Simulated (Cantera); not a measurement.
A Cantera script and what it prints.

```python
import numpy as np
import cantera as ct

gas_names = """
    C CO CO2 C2 C2O C3 C3O2 C4 C5 Fe FeC5O5 FeO O O2 O3
""".split()
cond_names = """
    C(gr) Fe(a) Fe(c) Fe(d) Fe(L) FeC5O5(L) FeO(s) FeO(L) Fe2O3(s) Fe3O4(s)
""".split()


# ... load() reads the species with a 1 bar reference pressure and builds the phases ...
atoms = {
    'Fe2O3': {'Fe': 2, 'O': 3},
    'CO': {'C': 1, 'O': 1},
}
top_T = {'C(gr)': 4500, 'Fe2O3(s)': 1830, 'Fe3O4(s)': 1870}  # K; cautious upper limits of use, not melting points


# ... equilibrate(T, P, feed) seeds the gas with the atoms and calls Mixture.equilibrate('TP', solver="vcs", rtol=1e-11, max_steps=5000) ...
results = []
feed = {'Fe2O3': 1, 'CO': 9.3}  # mol
P = 1000  # Pa
for T in [1648, 1698, 1748, 1798, 1848, 1898, 1948, 1998]:
    mix = equilibrate(T, P, feed)
    results.append((T, P, feed, dict(zip(mix.species_names, mix.species_moles))))

top = {s: max(r[3][s] / sum(r[3][g] for g in gas_names) for r in results) for s in gas_names}
cols = sorted((s for s in top if top[s] > 0.001), key=lambda s: -top[s])[:6]
seen = [c for c in cond_names if any(r[3].get(c, 0) > 1e-12 for r in results)]
print("log10 of partial pressures in bar; condensed amounts in mol")
print(f"{'T/K':>10s}" + "".join(f"{s[:9]:>10s}" for s in cols + seen))
for T, P, feed, n in results:
    ng = sum(n[g] for g in gas_names)
    print(f"{T:10.4g}" + "".join(f"{np.log10(max(n[s] / ng * P / 1e5, 1e-99)):10.3f}" for s in cols)
          + "".join(f"{n.get(c, 0):10.4g}" for c in seen))
```

Result:

```
log10 of partial pressures in bar; condensed amounts in mol
       T/K        CO       CO2        Fe     Fe(c)     Fe(d)    FeO(s)    FeO(L)
      1648    -2.060    -2.889    -5.584    0.1991         0     1.798         0
      1698    -2.056    -2.918    -5.215         0    0.1195         0     1.875
      1748    -2.053    -2.946    -4.869         0   0.04287         0     1.944
      1798    -2.052    -2.959    -4.559         0         0         0     1.974
      1848    -2.054    -2.950    -4.290         0         0         0     1.952
      1898    -2.058    -2.937    -4.044         0         0         0     1.914
      1948    -2.064    -2.917    -3.820         0         0         0     1.855
      1998    -2.072    -2.890    -3.619         0         0         0     1.768
```

Equilibrium computed with Cantera from the NASA thermochemical tables; the gas is ideal and each condensed phase is pure. Mutual solubility and eutectic melting of coexisting phases are not modelled. The tables' stoichiometric FeO is somewhat more stable than real wüstite, so its field is too wide. FeO: taken at fixed stoichiometry.
